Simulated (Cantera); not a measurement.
A freely propagating, adiabatic, planar premixed flame of H2 : O2 : N2 = 1 : 0.526 : 1.98 (molar parts), unburnt at 473 K and 0.133 bar; mixture-averaged transport, grid criteria slope 0.08 and curve 0.16, no radiation.

Model: the H2/O2 subset of GRI-Mech 3.0, which has no nitrogen chemistry, integrated in Cantera. Burning velocities carry a grid error of a few per cent, more on coarse grids.

Question: What does this change do: H2 1 to 1.3 parts?

Answer: 
```csv
quantity,before,after
laminar burning velocity,383 cm/s,437 cm/s
thermal thickness,6.02 mm,5.92 mm
peak x(O),0.0149,0.0111
peak x(H),0.0776,0.104
peak x(HO2),8.49e-5,8.11e-5
peak x(H2O2),6.00e-6,5.12e-6
```

Question: What does this change do: O2 0.526 to 0.41 parts?

Answer: 
```json
[
 {"quantity": "laminar burning velocity", "before": "383 cm/s", "after": "356 cm/s"},
 {"quantity": "thermal thickness", "before": "6.02 mm", "after": "6.43 mm"},
 {"quantity": "peak x(O)", "before": "0.0149", "after": "0.00845"},
 {"quantity": "peak x(H)", "before": "0.0776", "after": "0.0840"},
 {"quantity": "peak x(HO2)", "before": "8.49e-5", "after": "7.09e-5"},
 {"quantity": "peak x(H2O2)", "before": "6.00e-6", "after": "4.83e-6"}
]
```

Question: What does this change do: O2 0.526 to 0.67 parts?

Answer: 
```
quantity                    before     after
------------------------  --------  --------
laminar burning velocity  383 cm/s  397 cm/s
thermal thickness          6.02 mm   5.40 mm
peak x(O)                   0.0149    0.0204
peak x(H)                   0.0776    0.0686
peak x(HO2)                8.49e-5   9.96e-5
peak x(H2O2)               6.00e-6   7.23e-6
```
